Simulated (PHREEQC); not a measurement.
Make-up at 25 °C: 0.00016 mol PbCl2, 4e-05 mol AgNO3, 0.0049 mol LiF and 0.22 mol NaHSO4 per kg of water. Closed to the air; pH follows from the charge balance.

All values are PHREEQC results (ion-association model, wateq4f.dat), not measurements.

```
quantity                  before    after
------------------------  ------  -------
pH                          1.21     1.45
ionic strength (mol/kgw)   0.354    0.196
HSO4- (mol/kgw)            0.136   0.0603
SO4-2 (mol/kgw)           0.0670   0.0428
NaSO4- (mol/kgw)          0.0163  0.00652
SI of Anglesite (PbSO4)    +1.04    +1.03
SI of Cerargyrite (AgCl)   +1.34    +1.38
```

Q: What was changed between the two runs?
A) NaHSO4 from 0.22 to 0.11 mol/kgw
B) diluted 5-fold with water
C) PbCl2 from 0.00016 to 1.6e-05 mol/kgw
D) 0.047 mol/kgw K2SO4 added

A: A, NaHSO4 from 0.22 to 0.11 mol/kgw

No solid was allowed to form. Some of these states are supersaturated (in Cerargyrite, Anglesite, for instance).
